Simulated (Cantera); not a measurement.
A Cantera script and what it prints.

```python
import numpy as np
import cantera as ct

gas_names = """
    H HO2 H2 H2O H2O2 O OH O2 O3 Si SiH SiH2 SiH3 SiH4 SiO SiO2 Si2 Si3
""".split()
cond_names = """
    H2O(s) H2O(L) Si(cr) Si(L) SiO2(Lqz) SiO2(hqz) SiO2(L)
""".split()


# ... load() reads the species with a 1 bar reference pressure and builds the phases ...
atoms = {
    'Si': {'Si': 1},
    'H2O': {'H': 2, 'O': 1},
    'H2': {'H': 2},
}
top_T = {}  # K; cautious upper limits of use, not melting points


# ... equilibrate(T, P, feed) seeds the gas with the atoms and calls Mixture.equilibrate('TP', solver="vcs", rtol=1e-11, max_steps=5000) ...
results = []
feed = {'Si': 1, 'H2O': 0.0056, 'H2': 720}  # mol
P = 29  # Pa
for T in [1623, 1723, 1823, 1923, 2023, 2123, 2223]:
    mix = equilibrate(T, P, feed)
    results.append((T, P, feed, dict(zip(mix.species_names, mix.species_moles))))

top = {s: max(r[3][s] / sum(r[3][g] for g in gas_names) for r in results) for s in gas_names}
cols = sorted((s for s in top if top[s] > 1e-05), key=lambda s: -top[s])[:7]
seen = [c for c in cond_names if any(r[3].get(c, 0) > 1e-12 for r in results)]
print("log10 of partial pressures in bar; condensed amounts in mol")
print(f"{'T/K':>10s}" + "".join(f"{s[:9]:>10s}" for s in cols + seen))
for T, P, feed, n in results:
    ng = sum(n[g] for g in gas_names)
    print(f"{T:10.4g}" + "".join(f"{np.log10(max(n[s] / ng * P / 1e5, 1e-99)):10.3f}" for s in cols)
          + "".join(f"{n.get(c, 0):10.4g}" for c in seen))
```

Result:

```
log10 of partial pressures in bar; condensed amounts in mol
       T/K        H2         H        Si       SiH    Si(cr)
      1623    -3.540    -5.930    -6.806    -8.273    0.5841
      1723    -3.543    -5.510    -6.415    -8.028         0
      1823    -3.549    -5.138    -6.413    -8.158         0
      1923    -3.562    -4.807    -6.416    -8.284         0
      2023    -3.587    -4.515    -6.426    -8.411         0
      2123    -3.630    -4.260    -6.445    -8.546         0
      2223    -3.701    -4.044    -6.474    -8.698         0
```

These are equilibrium values from Cantera (NASA tables, ideal gas, pure condensed phases), not measurements of a reactor.
